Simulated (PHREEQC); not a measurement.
Solution (20 °C): 0.87 mol H2SO4 per kg of water. Closed to the air; pH follows from the charge balance.

Computed with PHREEQC (ion-association model, phreeqc.dat).

**Question.** The ionic strength comes out as 1.00 mol/kgw. What activity coefficients do HSO4-, SO4-2, H+ get?

**Answer.** HSO4- 0.79, SO4-2 0.16, H+ 0.74.

Precipitation was switched off in this run. The ionic strength is past about 0.7 mol/kgw, beyond the range of this activity model, so the values are rough.
